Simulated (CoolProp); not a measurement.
Computed with CoolProp (reference Helmholtz-energy equation of state, Lemmon 2013).

Task: For propylene, give the phase and the density (kg/m³), isothermal compressibility (1/MPa), viscosity (µPa s), Prandtl number at 176.8 K and 0.438 MPa; 248.7 K and 0.438 MPa.

Result: 
- 176.8 K and 0.438 MPa: liquid; density 668, isothermal compressibility 0.00103, viscosity 373, Prandtl number 4.69
- 248.7 K and 0.438 MPa: liquid; density 581, isothermal compressibility 0.00260, viscosity 153, Prandtl number 2.59

Viscosity comes from a separate model (Huber 2003), an estimate that may be off by 10 % or more. Thermal conductivity comes from a separate model (Huber 2003), an estimate that may be off by 10 % or more.
